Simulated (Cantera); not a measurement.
An isothermal, constant-pressure homogeneous reactor starts with NO : N₂ = 1 : 1.7 (molar parts), at 1475 K and 57.0 Torr. Integrator tolerance rtol = 1e-08.

Computed with Cantera and GRI-Mech 3.0 (53 species, 325 reactions).

Problem. What does this change do: pressure from 57.0 Torr to 0.470 bar?

Solution. 
| quantity | before | after |
|---|---|---|
| x(NO) at 50.0 s | 0.363 (gas-phase equilibrium 0.00104) | 0.332 (gas-phase equilibrium 0.00104) |
| x(NO₂) at 50.0 s | 8.38e-5 (gas-phase equilibrium 1.54e-6) | 0.000406 (gas-phase equilibrium 3.84e-6) |
| x(O) at 50.0 s | 8.27e-7 (gas-phase equilibrium 4.50e-6) | 6.17e-7 (gas-phase equilibrium 1.81e-6) |
| x(N₂O) at 50.0 s | 4.11e-5 (gas-phase equilibrium 1.79e-8) | 3.51e-5 (gas-phase equilibrium 4.46e-8) |
| x(O₂) at 50.0 s | 0.00336 (gas-phase equilibrium 0.185) | 0.0190 (gas-phase equilibrium 0.185) |
| x(N₂) at 50.0 s | 0.633 (gas-phase equilibrium 0.814) | 0.649 (gas-phase equilibrium 0.814) |

Problem. What does this change do: temperature 1475 to 1698 K?

Solution. 
```csv
quantity,before,after
x(NO) at 50.0 s,0.363 (gas-phase equilibrium 0.00104),0.284 (gas-phase equilibrium 0.00275)
x(NO₂) at 50.0 s,8.38e-5 (gas-phase equilibrium 1.54e-6),0.000111 (gas-phase equilibrium 2.23e-6)
x(O) at 50.0 s,8.27e-7 (gas-phase equilibrium 4.50e-6),3.51e-5 (gas-phase equilibrium 6.85e-5)
x(N₂O) at 50.0 s,4.11e-5 (gas-phase equilibrium 1.79e-8),2.81e-5 (gas-phase equilibrium 4.50e-8)
x(O₂) at 50.0 s,0.00336 (gas-phase equilibrium 0.185),0.0430 (gas-phase equilibrium 0.184)
x(N₂) at 50.0 s,0.633 (gas-phase equilibrium 0.814),0.673 (gas-phase equilibrium 0.813)
```
